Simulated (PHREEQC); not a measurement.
Consider water at 20 °C with 0.039 mol/kgw K2CO3 and 0.059 mol/kgw Al(NO3)3. Closed to the air; pH follows from the charge balance.

Computed with PHREEQC (ion-association model, wateq4f.dat).

```
Property                  Result
-----------------  -------------
pH                          5.69
ionic strength     0.253 mol/kgw
activity of water          0.994
total alkalinity     78.0 meq/kg
```

```tsv
species	molality	activity	log γ
NO3-	0.177	0.120	-0.170
K+	0.0780	0.0543	-0.158
CO2	0.0301	0.0319	0.025
AlOH+2	0.0216	0.00625	-0.538
Al(OH)2+	0.0209	0.0153	-0.135
Al+3	0.0149	0.00178	-0.922
HCO3-	0.00886	0.00650	-0.135
Al(OH)4-	0.000919	0.000656	-0.146
Al(OH)3	0.000713	0.000755	0.025
H+	2.57e-6	2.03e-6	-0.102
CO3-2	4.66e-7	1.35e-7	-0.538
OH-	4.82e-9	3.33e-9	-0.161
```

This is a speciation only: nothing precipitates in the calculation. Saturation is exceeded, for instance for Al(OH)3(a), Boehmite (slow to form); the values hold only as long as no solid forms.
